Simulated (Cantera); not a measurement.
An adiabatic, constant-pressure homogeneous reactor starts with CH4 : O2 : N2 : CO2 = 1 : 2.9 : 11 : 0.48 (molar parts), equivalence ratio 0.69, at 1075 K and 390000 Pa.

Cantera simulation using GRI-Mech 3.0 (53 species, 325 reactions); the numbers are that mechanism's predictions, not measurements.

Task: Predict: time of steepest temperature rise; temperature at 3.00 s; equilibrium temperature; x(O2) at 3.00 s; x(CO2) at 3.00 s; x(H2O) at 3.00 s; x(NO) at 3.00 s.

Result: 
```
Property                                                            Result
---------------------------------  ---------------------------------------
time of steepest temperature rise                                  64.5 ms
temperature at 3.00 s                                               2331 K
equilibrium temperature                                             2331 K
x(O2) at 3.00 s                      0.0545 (gas-phase equilibrium 0.0545)
x(CO2) at 3.00 s                     0.0930 (gas-phase equilibrium 0.0930)
x(H2O) at 3.00 s                       0.126 (gas-phase equilibrium 0.126)
x(NO) at 3.00 s                    0.00810 (gas-phase equilibrium 0.00810)
```
